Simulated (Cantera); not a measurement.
Tantalum, niobium, vanadium and zirconium in process gases: Ta(OEt)₅ + H₂O + H₂

Input: 1 mol Ta(OEt)₅, 0.12 mol H₂O, 3.5 mol H₂, held at 1 atm.

Cantera equilibrium calculation (NASA polynomials, part measured and part estimated; ideal gas, pure solids and liquids). Candidate condensed phases: C, C₆H₆, C₇H₈, C₈H₁₈, H₂O, Ta, TaC, Ta₂O₅; 113 gas species. The feed counts by its element totals alone. TaC: taken at fixed stoichiometry. Condensed phases not in the tables: Ta₂C. Rates play no part.

```csv
T (K),log p H₂,log p CO,log p CH₄,log p H₂O,log p H,log p C₂H₂ (acetylene),log p CO₂,n C(graphite),n Ta₂O₅(s),n TaC(s)
898,-0.16,-1.28,-0.81,-1.03,-10.04,-10.44,-1.78,6.71,0.500,0
1048,-0.08,-0.91,-1.40,-1.72,-8.15,-8.49,-2.46,7.08,0.500,0
1198,-0.07,-0.85,-1.93,-2.50,-6.75,-7.07,-3.42,7.23,0.500,0
1348,-0.12,-0.61,-2.47,-2.96,-5.69,-6.04,-3.75,3.84,0,1.00
1498,-0.12,-0.61,-2.82,-3.49,-4.82,-5.17,-4.39,3.86,0,1.00
1648,-0.11,-0.61,-3.10,-3.91,-4.11,-4.46,-4.92,3.86,0,1.00
1798,-0.11,-0.61,-3.34,-4.27,-3.51,-3.88,-5.35,3.87,0,1.00
1948,-0.12,-0.61,-3.54,-4.57,-3.00,-3.38,-5.71,3.86,0,1.00
2098,-0.12,-0.61,-3.71,-4.82,-2.57,-2.96,-6.01,3.83,0,1.00
2248,-0.12,-0.61,-3.86,-5.04,-2.19,-2.60,-6.27,3.77,0,1.00
2398,-0.12,-0.62,-4.00,-5.24,-1.86,-2.28,-6.50,3.66,0,1.00
2548,-0.13,-0.62,-4.12,-5.42,-1.58,-2.01,-6.70,3.46,0,1.00
2698,-0.15,-0.62,-4.25,-5.58,-1.32,-1.78,-6.88,3.14,0,1.00
```
log p: log10 of the partial pressure in bar; n: condensed amount in mol.

From 898 K to 1198 K the condensed part is C(graphite) + Ta₂O₅(s). From 1348 K to 2698 K the condensed part is C(graphite) + TaC(s).
